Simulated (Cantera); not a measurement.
Mixture: H₂ : O₂ : N₂ = 1 : 0.581 : 2.19 (molar parts), equivalence ratio 0.86, at 2550 Torr, adiabatic and at constant pressure. Ignition delay is the time to a rise of 400 K.

Computed with Cantera and GRI-Mech 3.0 (53 species, 325 reactions). The hydrogen kinetics of GRI-Mech 3.0 are dated; newer H2 mechanisms differ, most at raised pressure. Where the delays flatten at high temperature, the 400 K rule measures the pace of heat release, not the induction time.

Problem. Predict: delay at 1273 K; delay at 1473 K; delay at 1673 K; delay at 1873 K; delay at 2073 K.

Solution. 
| Quantity | Result |
|---|---|
| delay at 1273 K | 10.6 µs |
| delay at 1473 K | 4.66 µs |
| delay at 1673 K | 3.05 µs |
| delay at 1873 K | 2.59 µs |
| delay at 2073 K | 2.65 µs |
